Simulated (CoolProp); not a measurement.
Values from CoolProp's reference Helmholtz-energy equation of state, Wagner 2002.

Problem. For water, give the phase and the cv (kJ/(kg K)), Joule-Thomson coefficient (K/MPa), viscosity (µPa s), conductivity (mW/(m K)) at 688.7 K and 0.0349 MPa; 688.7 K and 0.854 MPa.

Solution. 
- 688.7 K and 0.0349 MPa: gas; cv 1.61, Joule-Thomson coefficient 6.97, viscosity 25.1, conductivity 56.4
- 688.7 K and 0.854 MPa: gas; cv 1.64, Joule-Thomson coefficient 6.97, viscosity 25.1, conductivity 57.2

Viscosity comes from a separate model (Huber 2009). Thermal conductivity comes from a separate model (Huber 2012).
